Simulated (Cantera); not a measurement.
## Premixed flame

A freely propagating, adiabatic, planar premixed flame of H₂ : O₂ : N₂ : H₂O = 1 : 0.27 : 0.817 : 0.57 (molar parts), unburnt at 600 K and 0.132 atm; mixture-averaged transport, grid criteria slope 0.08 and curve 0.16, no radiation.

Model: the H2/O2 subset of GRI-Mech 3.0, which has no nitrogen chemistry, integrated in Cantera. Burning velocities carry a grid error of a few per cent, more on coarse grids.

```csv
z (mm),T (K),u (m/s),x H₂,x O₂,x H₂O,x H,x O,x HO₂
-16.4,600,6.22,0.376,0.102,0.215,<1e-8,<1e-8,<1e-8
-11.0,600,6.22,0.376,0.102,0.215,<1e-8,<1e-8,<1e-8
-8.21,600,6.22,0.376,0.102,0.215,<1e-8,<1e-8,<1e-8
-5.48,600,6.22,0.376,0.102,0.215,1.01e-7,<1e-8,4.06e-7
-2.74,609,6.30,0.375,0.101,0.216,0.000235,6.74e-6,8.73e-5
-1.37,737,7.53,0.354,0.0973,0.230,0.00638,0.000162,6.23e-5
0,1068,10.6,0.259,0.0656,0.304,0.0483,0.00267,2.20e-5
1.37,1300,12.8,0.166,0.0159,0.401,0.0872,0.00366,4.35e-6
2.74,1394,13.7,0.151,0.00517,0.424,0.0878,0.00289,1.30e-6
5.48,1493,14.5,0.155,0.00326,0.430,0.0761,0.00251,7.44e-7
11.0,1601,15.5,0.163,0.00248,0.435,0.0613,0.00202,5.18e-7
21.9,1710,16.4,0.169,0.00166,0.442,0.0466,0.00141,3.31e-7
43.8,1809,17.2,0.175,0.000956,0.448,0.0334,0.000842,1.94e-7
```
x: mole fraction of selected species; z is measured from the peak of heat release.

| Quantity | Result |
|---|---|
| laminar burning velocity | 622 cm/s |
| thermal thickness | 5.48 mm |
| peak x(H) | 0.0898 |
| peak x(O) | 0.00398 |
| peak x(HO₂) | 9.16e-5 |
| grid points | 138 |
